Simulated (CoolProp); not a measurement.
Values from CoolProp's reference Helmholtz-energy equation of state, Lemmon 2006. It is a short technical equation, of lower accuracy than the large ones.

### Question
For C2F6 (R116), give the phase and the Z, cp (kJ/(kg K)), viscosity (µPa s), fugacity coefficient at -92.05 °C and 0.466 MPa.

### Answer
- -92.05 °C and 0.466 MPa: liquid; Z 0.0256, cp 0.908, viscosity 562, fugacity coefficient 0.0958

Viscosity comes from a separate model (Huber 2003), an estimate that may be off by 10 % or more.
